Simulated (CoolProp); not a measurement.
Vapour-liquid equilibrium of n-octane (1) + n-dodecane (2) at 0.213 MPa; x and y are mole fractions of (1).

Values from CoolProp's multi-fluid Helmholtz-energy mixture model, Beckmüller 2019 and Lemmon 2004; pair parameters Bell 2016.

```tsv
x	bubble temperature (°C)	y at the bubble point	dew temperature at overall composition x (°C)	liquid density (mol/L)
0.05	241.5	0.187	248.0	3.385
0.125	229.5	0.408	244.5	3.522
0.2	218.5	0.570	240.9	3.658
0.275	208.7	0.687	237.0	3.791
0.35	200.0	0.772	232.9	3.923
0.425	192.3	0.834	228.4	4.055
0.5	185.4	0.880	223.5	___
0.575	179.3	0.914	218.1	4.318
0.65	173.8	0.940	212.1	4.451
0.725	168.9	0.959	205.1	4.586
0.8	164.5	___	196.7	4.722
0.875	___	___	186.2	4.861
0.95	156.9	___	171.3	5.002
```

Question: What belongs in the gaps?

Answer: 
- 0.5, liquid density (mol/L): 4.186
- 0.8, y at the bubble point: 0.974
- 0.875, bubble temperature (°C): 160.5
- 0.875, y at the bubble point: 0.986
- 0.95, y at the bubble point: 0.995

No azeotrope shows between x = 0.05 and 0.95.

The pair parameters rest on a limited set of measurements; away from them the model extrapolates.
